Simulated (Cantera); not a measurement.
Charge: 1 mol Mg(OH)₂, 0.22 mol H₂O, 3.1 mol CO₂, held at 1748.15 K and 89.0 Pa.

These are equilibrium values from Cantera (NASA tables, ideal gas, pure condensed phases), not measurements of a reactor. Candidate condensed phases: C, C₆H₆, C₇H₈, C₈H₁₈, H₂O, Mg, MgCO₃, MgO, Mg(OH)₂; 116 gas species. Rates play no part.

Problem. What is the equilibrium state?

Solution. 
* **x(CO₂)**: 0.683
* **x(H₂O)**: 0.274
* **x(CO)**: 0.0240
* **x(O₂)**: 0.0127
* **x(H₂)**: 0.00267
* **x(OH)**: 0.00238
* **x(H)**: 0.000396
* **x(O)**: 0.000278
* **x(Mg)**: 2.65e-6
* **n(MgO(s))**: 1.000 mol
* **gas amount**: 4.383 mol
* **log10 activity of Mg(l) (absent)**: -9.68
* **log10 activity of C(graphite) (absent)**: -10.11
